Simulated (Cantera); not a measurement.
A closed system holds: 1 mol AlN, 0.34 mol Cl₂, 0.18 mol O₂, 2 mol HCl, equilibrated at 1673.15 K and 1 atm.

Method: chemical equilibrium by Gibbs-energy minimisation in Cantera with the NASA 1993 tables (ideal gas, pure condensed phases). Candidate condensed phases: Al, AlCl₃, AlN, Al₂O₃, H₂O, NH₄Cl; 45 gas species. The tables' values for AlCl₂ are old estimates; treat these amounts as uncertain. Kinetics and transport are ignored.

Base state: H₂ 0.316, AlCl₃ 0.294, N₂ 0.202, HCl 0.176, AlCl₂ 0.0108, AlCl 0.00172, H 6.37e-5, Al₂Cl₆ 4.17e-5 (mole fractions); condensed: Al₂O₃(s).

### Question
What changes in the equilibrium state with this change: AlN replaced by Fe₂O₃?

### Answer
| species | before | after |
|---|---|---|
| HCl | 0.176 | 0.490 |
| O₂ | <1e-9 | 0.187 |
| FeCl₂ | 0 | 0.149 |
| H₂ | 0.316 | 3.58e-6 |
| AlCl₃ | 0.294 | 0 |
| N₂ | 0.202 | 0 |
| FeCl₃ | 0 | 0.0280 |
| AlCl₂ | 0.0108 | 0 |
| Cl₂ | 2.80e-8 | 0.0192 |
| H₂O | 2.78e-5 | 0.103 |
| Cl | 2.76e-5 | 0.0229 |
| AlCl | 0.00172 | 0 |
| OH | <1e-9 | 0.000297 |
| Fe₂Cl₄ | 0 | 0.000278 |
| ClO | <1e-9 | 0.000201 |
| HOCl | <1e-9 | 7.72e-5 |
| Al₂O₃(s), mol | 0.120 | 0 |
| Fe₃O₄(s), mol | 0 | 0.497 |
Further candidate phases: Fe, FeCl₂, FeCl₃, FeO, Fe(OH)₂, Fe(OH)₃, Fe₂O₃, Fe₃O₄.

### Question
What changes in the equilibrium state with this change: temperature from 1673.15 K to 1600 K?

### Answer
```tsv
species	before	after
H₂	0.316	0.320
AlCl₃	0.294	0.301
N₂	0.202	0.203
HCl	0.176	0.169
AlCl₂	0.0108	0.00595
AlCl	0.00172	0.000643
Cl	2.76e-5	1.28e-5
H	6.37e-5	3.06e-5
H₂O	2.78e-5	1.83e-5
Al₂O₃(s), mol	0.120	0.120
```
